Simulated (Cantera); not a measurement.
Feed: 1 mol SiH4, 1.6 mol N2, held at 0.000190 bar.

Equilibrium computed with Cantera from the NASA thermochemical tables; the gas is ideal and each condensed phase is pure. Candidate condensed phases: Si, Si3N4; 18 gas species. The tables' values for SiN are old estimates; treat these amounts as uncertain. Gases not in the tables: Si2H6 and higher silanes. Rates play no part.

log p: log10 of the partial pressure in bar; n: condensed amount in mol.

| T (°C) | log p H2 | log p N2 | log p Si | log p H | log p SiH | log p Si2 | n Si(s) | n Si(l) |
|---|---|---|---|---|---|---|---|---|
| 1325 | -3.98 | -4.07 | -7.03 | -6.26 | -8.68 | -9.64 | 0.998 | 0 |
| 1375 | -3.98 | -4.08 | (withheld) | (withheld) | (withheld) | (withheld) | 0.995 | 0 |
| 1425 | -3.98 | -4.08 | -6.18 | -5.83 | -7.98 | -8.54 | 0 | 0.987 |
| 1475 | -3.99 | -4.08 | (withheld) | (withheld) | (withheld) | (withheld) | 0 | 0.971 |
| 1525 | -4.00 | -4.08 | -5.51 | -5.45 | -7.45 | -7.73 | 0 | 0.937 |
| 1575 | -4.01 | -4.09 | -5.20 | -5.28 | -7.21 | -7.36 | 0 | 0.870 |
| 1625 | -4.03 | -4.11 | -4.91 | -5.12 | -6.99 | -7.01 | 0 | 0.735 |

Problem. Complete the blanks.

Solution. 
- 1475, log p Si: -5.84
- 1475, log p H: -5.63
- 1475, log p SiH: -7.71
- 1475, log p Si2: -8.13
- 1375, log p Si: -6.59
- 1375, log p H: -6.04
- 1375, log p SiH: -8.31
- 1375, log p Si2: -9.07
